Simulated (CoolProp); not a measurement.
Vapour-liquid equilibrium of CHF3 (R23) (1) + R11 (2) at 232.3 K; x and y are mole fractions of (1).

Values from CoolProp's multi-fluid Helmholtz-energy mixture model, Penoncello 2003 and Jacobsen 1992; pair parameters Bell 2016.

### Question
Give the bubble pressure and the first vapour's composition at x = 0.125, 0.2, 0.8. Is there an azeotrope?

### Answer
x = 0.125: 0.2697 MPa, y = 0.982; x = 0.2: 0.3878 MPa, y = 0.987; x = 0.8: 0.5917 MPa, y = 0.993. No azeotrope shows between x = 0.05 and 0.95.

The pair parameters rest on a limited set of measurements; away from them the model extrapolates. With so large a gap from Raoult's law the liquid may split in two, which this calculation doesn't test in full.
